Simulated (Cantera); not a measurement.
Charge: 1 mol SiH4, 3.4 mol HCl, 2.2 mol H2, held at 2.20 mbar.

Method: chemical equilibrium by Gibbs-energy minimisation in Cantera with the NASA 1993 tables (ideal gas, pure condensed phases). Candidate condensed phases: Si; 19 gas species. The tables' values for SiCl3, SiCl are old estimates; treat these amounts as uncertain. Kinetics and transport are ignored.

**Question.** At 1400 °C, list the 4 most abundant gas species with their mole fractions, and the condensed phases.

**Answer.** H2 0.683, HCl 0.183, SiCl2 0.130, H 0.00201. Condensed: gas only.
